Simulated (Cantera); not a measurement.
Charge: 1 mol Si, 0.004 mol O2, 2.9 mol N2, at 0.150 Pa.

These are equilibrium values from Cantera (NASA tables, ideal gas, pure condensed phases), not measurements of a reactor. Candidate condensed phases: Si, SiO2, Si2N2O, Si3N4; 16 gas species. Kinetics and transport are ignored.

Problem. At 1150 °C, list the 3 most abundant gas species with their mole fractions, and the condensed phases.

Solution. N2 0.996, SiO 0.00275, Si 0.00102. Condensed: Si(s).
